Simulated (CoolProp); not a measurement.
Properties of p-xylene along the isotherm 222.75 °C.

The numbers come from the reference Helmholtz-energy equation of state, Zhou 2012 in CoolProp.

```csv
p (MPa),phase,Z,Joule-Thomson coefficient (K/MPa),Prandtl number
0.0558,gas,0.9875,16.29,0.681
0.082,gas,0.9816,16.47,0.683
0.12,gas,0.9728,16.73,0.686
0.177,gas,0.9594,17.14,0.691
0.259,gas,0.9395,17.79,0.699
0.38,gas,0.9086,18.89,0.712
0.558,gas,0.8588,20.95,0.737
0.82,liquid,0.03200,-0.007705,3.52
1.2,liquid,0.04673,-0.01775,3.53
1.77,liquid,0.06871,-0.03185,3.54
2.59,liquid,0.1001,-0.05037,3.56
3.8,liquid,0.1460,-0.07449,3.60
5.58,liquid,0.2126,-0.1045,3.64
8.2,liquid,0.3090,-0.1401,3.71
12,liquid,0.4460,-0.1794,3.79
17.7,liquid,0.6464,-0.2217,3.92
```

Viscosity comes from a separate model (Balogun 2015). Thermal conductivity comes from a separate model (Mylona 2014).
